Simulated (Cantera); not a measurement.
Feed: 1 mol V₂O₅, 900 mol H₂, at 1275 K and 1.70 mbar.

Method: chemical equilibrium by Gibbs-energy minimisation in Cantera with the NASA 1993 tables (ideal gas, pure condensed phases). Candidate condensed phases: H₂O, V, VO, V₂O₃, V₂O₄, V₂O₅; 12 gas species. Condensed phases not in the tables: the oxides between V₂O₃ and V₂O₅ other than VO₂. Kinetics and transport are ignored.

Base state: H₂ 0.998, H₂O 0.00222, H 1.79e-5 (mole fractions); condensed: V₂O₃(s).

What changes in the equilibrium state with this change: H₂ from 900 to 0.48 mol?


```tsv
species	before	after
H₂O	0.00222	0.649
O₂	<1e-9	0.351
OH	<1e-9	0.000111
H₂	0.998	1.47e-6
H	1.79e-5	2.16e-8
V₂O₃(s), mol	1.00	0
V₂O₄(s), mol	0	1.00
```
